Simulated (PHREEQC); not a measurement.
Consider water at 20 °C with 0.019 mol (CH3)4NF per kg of water. Closed to the air; pH follows from the charge balance.

Model: ion-association model, wateq4f.dat, run in PHREEQC.

| quantity | before | after |
|---|---|---|
| pH | 7.76 | 10.25 |
| ionic strength (mol/kgw) | 0.0190 | 0.0191 |
| HF (mol/kgw) | 3.96e-7 | 1.27e-9 |

Question: Name the change that produced these shifts.
(A) diluted 5-fold with water
(B) (CH3)4NF replaced by KHF2 at the same molality
(C) 0.015 mol/kgw CsOH added
(D) 0.001 mol/kgw NH3 added

Answer: D, 0.001 mol/kgw NH3 added

This is a speciation only: nothing precipitates in the calculation. (CH3)4N+ isn't in the database: it is added as a free cation with an ion size of 4 Å.
